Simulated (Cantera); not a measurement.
Input (Python, Cantera) and output of one run.

```python
import numpy as np
import cantera as ct

gas_names = [...]  # 113 gases of nasa_gas.yaml made of C, H, O, Pb
cond_names = """
    C(gr) C6H6(L) C7H8(L) C8H18(L),n-octa H2O(s) H2O(L) Pb(cr) Pb(L) PbO(rd) PbO(yw) PbO(L) PbO2(s)
    Pb3O4(s)
""".split()


# ... load() reads the species with a 1 bar reference pressure and builds the phases ...
atoms = {
    'Pb': {'Pb': 1},
    'CO': {'C': 1, 'O': 1},
    'H2': {'H': 2},
}
top_T = {'C(gr)': 4500, 'Pb3O4(s)': 820}  # K; cautious upper limits of use, not melting points


# ... equilibrate(T, P, feed) seeds the gas with the atoms and calls Mixture.equilibrate('TP', solver="vcs", rtol=1e-11, max_steps=5000) ...
results = []
feed = {'Pb': 1, 'CO': 0.36, 'H2': 62}  # mol
P = 2700  # Pa
for T in [823, 898, 973, 1048, 1123, 1198, 1273, 1348, 1423, 1498, 1573]:
    mix = equilibrate(T, P, feed)
    results.append((T, P, feed, dict(zip(mix.species_names, mix.species_moles))))

top = {s: max(r[3][s] / sum(r[3][g] for g in gas_names) for r in results) for s in gas_names}
cols = sorted((s for s in top if top[s] > 1e-05), key=lambda s: -top[s])[:7]
seen = [c for c in cond_names if any(r[3].get(c, 0) > 1e-12 for r in results)]
print("log10 of partial pressures in bar; condensed amounts in mol")
print(f"{'T/K':>10s}" + "".join(f"{s[:9]:>10s}" for s in cols + seen))
for T, P, feed, n in results:
    ng = sum(n[g] for g in gas_names)
    print(f"{T:10.4g}" + "".join(f"{np.log10(max(n[s] / ng * P / 1e5, 1e-99)):10.3f}" for s in cols)
          + "".join(f"{n.get(c, 0):10.4g}" for c in seen))
```

Output:

```
log10 of partial pressures in bar; condensed amounts in mol
       T/K        H2        Pb        CO       CH4       H2O         H       CO2     Pb(L)
       823    -1.573    -6.872    -4.312    -3.968    -3.971   -11.921    -6.152    0.9997
       898    -1.572    -5.888    -3.944    -4.374    -4.378   -10.747    -6.384     0.997
       973    -1.572    -5.058    -3.851    -4.829    -4.833    -9.752    -6.905    0.9798
      1048    -1.572    -4.350    -3.824    -5.249    -5.252    -8.898    -7.430    0.8967
      1123    -1.574    -3.738    -3.817    -5.625    -5.627    -8.158    -7.909    0.5751
      1198    -1.578    -3.370    -3.817    -5.960    -5.962    -7.510    -8.337         0
      1273    -1.578    -3.370    -3.816    -6.250    -6.252    -6.936    -8.708         0
      1348    -1.578    -3.370    -3.815    -6.508    -6.509    -6.425    -9.038         0
      1423    -1.578    -3.370    -3.815    -6.740    -6.739    -5.967    -9.331         0
      1498    -1.578    -3.370    -3.814    -6.950    -6.943    -5.554    -9.591         0
      1573    -1.578    -3.371    -3.814    -7.145    -7.123    -5.180    -9.821         0
```

Method: chemical equilibrium by Gibbs-energy minimisation in Cantera with the NASA 1993 tables (ideal gas, pure condensed phases).
